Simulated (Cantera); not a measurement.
A closed system holds: 1 mol HMDSO, a varied amount of NO, 21 mol N₂, equilibrated at 1325 K and 92000 Pa.

These are equilibrium values from Cantera (NASA tables, ideal gas, pure condensed phases), not measurements of a reactor. Candidate condensed phases: C, C₆H₆, C₇H₈, C₈H₁₈, H₂O, Si, SiC, SiO₂, Si₂N₂O, Si₃N₄; 151 gas species. The feed counts by its element totals alone. Mutual solubility and eutectic melting of coexisting phases are not modelled. The tables hold silica as quartz up to 1696 K and as liquid above; real silica turns to tridymite and cristobalite and melts near 1996 K. Gases not in the tables: Si(OH)₄. Kinetics and transport are ignored.

x: gas mole fraction; n: condensed amount in mol.

```csv
n(NO) (mol),x N₂,x H₂,x H₂O,x CO,x CO₂,n C(graphite),n Si₂N₂O(s),n SiO₂(β-quartz)
1,0.672,0.294,6.37e-5,0.0327,3.81e-6,(withheld),1.00,0
4.5,0.672,0.262,0.000113,0.0649,1.50e-5,(withheld),0.242,1.52
8.1,0.640,0.229,0.000197,0.130,6.01e-5,(withheld),0,2.00
12,0.643,0.163,0.0509,0.122,0.0205,0,0,2.00
15,0.655,0.112,0.0948,0.0948,0.0431,0,0,2.00
19,0.670,0.0549,0.143,0.0550,0.0769,0,0,2.00
22,0.681,0.0199,0.172,0.0227,0.105,0,0,2.00
```

Problem. What belongs in the gaps?

Solution. 
- 1, n C(graphite): 4.98
- 4.5, n C(graphite): 3.76
- 8.1, n C(graphite): 0.893
